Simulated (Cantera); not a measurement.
A Cantera script and its output.

```python
import numpy as np
import cantera as ct

gas = ct.Solution("gri30.yaml")


def delay(T, t_max=10):
    gas.TPX = T, 3300000, {'CH4': 1, 'O2': 0.909, 'N2': 3.42}
    reactor = ct.IdealGasConstPressureReactor(gas, clone=False)
    net = ct.ReactorNet([reactor])
    net.rtol, net.atol = 1e-8, 1e-16
    while net.time < t_max:
        t_old, T_old = net.time, reactor.T
        net.step()
        if reactor.T > T + 400:  # ignition: a rise of 400 K
            return t_old + (T + 400 - T_old) / (reactor.T - T_old) * (net.time - t_old)
    return np.nan


taus = []
for T in [1248, 1348, 1448, 1548, 1648, 1748, 1848, 1948]:
    taus.append(delay(T))
    print(f"T0 = {T:6g} K   tau = {taus[-1]:.4e} s")
```

It prints:

```
T0 =   1248 K   tau = 1.0364e-03 s
T0 =   1348 K   tau = 3.6572e-04 s
T0 =   1448 K   tau = 1.4102e-04 s
T0 =   1548 K   tau = 5.7829e-05 s
T0 =   1648 K   tau = 2.4901e-05 s
T0 =   1748 K   tau = 1.1284e-05 s
T0 =   1848 K   tau = 5.4450e-06 s
T0 =   1948 K   tau = 2.8308e-06 s
```

Detailed kinetics in Cantera: GRI-Mech 3.0 (53 species, 325 reactions). The pressure lies above the range GRI-Mech 3.0 was tuned for (to about 10 atm).
